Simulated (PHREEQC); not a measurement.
# Copper plating or etch bath: an equilibrium model

Dissolve 0.23 mol/kgw Cu(NO3)2 and 0.014 mol/kgw H3BO3 at 15 °C. It is in equilibrium with CO2 at log p = -1 (atm). Otherwise closed; pH follows from the charge balance.

All values are PHREEQC results (ion-association model, phreeqc.dat), not measurements.

No solid was allowed to form.

Problem. Predict the pH.

Solution. pH 3.65.

Problem. In which forms is C present?

Solution. CO2 93 %, CuHCO3+ 6.6 % of the C.

Complexes and solids missing from the database can't appear.
